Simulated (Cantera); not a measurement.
What does this Cantera script print?

```python
import numpy as np
import cantera as ct

gas = ct.Solution("gri30.yaml")
gas.TPX = 1625, 200000, {'CO': 1, 'H2': 0.11, 'CH4': 0.79, 'O2': 2.7, 'N2': 10.2}
reactor = ct.IdealGasReactor(gas, energy="on", clone=False)
net = ct.ReactorNet([reactor])
net.rtol, net.atol = 1e-08, 1e-16
show = ['CO', 'H2', 'CH4', 'H2O', 'HCN', 'O', 'NO']
times = np.geomspace(3e-06, 2, 16)

steps = ct.SolutionArray(gas, extra=["t"])
rows = []
print(f"{'t/s':>10s}{'T/K':>9s}{'P/Pa':>11s}" + "".join(f"{s:>11s}" for s in show))
for t in times:
    while net.time < t:
        t_next = net.step()
        steps.append(gas.state, t=t_next)
    rows.append([np.interp(t, steps.t, y) for y in (steps.T, steps.P, *steps(*show).X.T)])
    print(f"{t:10.3e}{rows[-1][0]:9.1f}{rows[-1][1]:11.4g}" + "".join(f"{x:11.3e}" for x in rows[-1][2:]))
rate = np.gradient(steps.T, steps.t)
print("integrator steps:", len(steps.t))
if steps.T.max() > steps.T[0] + 200:
    print(f"time of steepest temperature rise: {steps.t[rate.argmax()]:.4e} s")
gas.TPX = 1625, 200000, {'CO': 1, 'H2': 0.11, 'CH4': 0.79, 'O2': 2.7, 'N2': 10.2}
gas.equilibrate("UV")
print(f"equilibrium (UV): T = {gas.T:.1f} K  " + "  ".join(f"{s} {gas[s].X[0]:.3e}" for s in show))
```

Output:

```
       t/s      T/K       P/Pa         CO         H2        CH4        H2O        HCN          O         NO
 3.000e-06   1625.0      2e+05  6.757e-02  7.433e-03  5.337e-02  1.837e-06  8.696e-17  1.331e-07  4.498e-14
 7.335e-06   1625.0      2e+05  6.756e-02  7.433e-03  5.336e-02  7.365e-06  6.982e-16  2.045e-07  1.592e-13
 1.793e-05   1625.0      2e+05  6.756e-02  7.431e-03  5.331e-02  3.596e-05  6.953e-15  4.637e-07  7.027e-13
 4.384e-05   1625.8  2.001e+05  6.753e-02  7.416e-03  5.295e-02  2.861e-04  2.034e-13  2.014e-06  5.435e-12
 1.072e-04   1706.6  2.106e+05  6.968e-02  1.014e-02  4.138e-02  1.070e-02  9.220e-10  4.554e-05  9.022e-10
 2.621e-04   2922.1  3.609e+05  4.436e-02  7.448e-03  1.571e-15  9.252e-02  1.054e-09  1.035e-02  7.021e-03
 6.407e-04   2910.5  3.591e+05  4.425e-02  7.485e-03  1.623e-15  9.315e-02  1.703e-09  9.526e-03  1.609e-02
 1.567e-03   2907.4  3.587e+05  4.422e-02  7.496e-03  1.638e-15  9.331e-02  1.869e-09  9.311e-03  1.850e-02
 3.830e-03   2907.3  3.587e+05  4.422e-02  7.496e-03  1.638e-15  9.332e-02  1.873e-09  9.307e-03  1.855e-02
 9.364e-03   2907.3  3.587e+05  4.422e-02  7.496e-03  1.638e-15  9.332e-02  1.873e-09  9.307e-03  1.855e-02
 2.289e-02   2907.3  3.587e+05  4.422e-02  7.496e-03  1.638e-15  9.332e-02  1.873e-09  9.307e-03  1.855e-02
 5.597e-02   2907.3  3.587e+05  4.422e-02  7.496e-03  1.638e-15  9.332e-02  1.873e-09  9.307e-03  1.855e-02
 1.369e-01   2907.3  3.587e+05  4.422e-02  7.496e-03  1.638e-15  9.332e-02  1.873e-09  9.307e-03  1.855e-02
 3.346e-01   2907.3  3.587e+05  4.422e-02  7.496e-03  1.638e-15  9.332e-02  1.873e-09  9.307e-03  1.855e-02
 8.180e-01   2907.3  3.587e+05  4.422e-02  7.496e-03  1.638e-15  9.332e-02  1.873e-09  9.307e-03  1.855e-02
 2.000e+00   2907.3  3.587e+05  4.422e-02  7.496e-03  1.638e-15  9.332e-02  1.873e-09  9.307e-03  1.855e-02
integrator steps: 1776
time of steepest temperature rise: 1.2054e-04 s
equilibrium (UV): T = 2907.3 K  CO 4.422e-02  H2 7.496e-03  CH4 2.251e-15  H2O 9.332e-02  HCN 1.873e-09  O 9.307e-03  NO 1.855e-02
```

Cantera simulation using GRI-Mech 3.0 (53 species, 325 reactions); the numbers are that mechanism's predictions, not measurements.
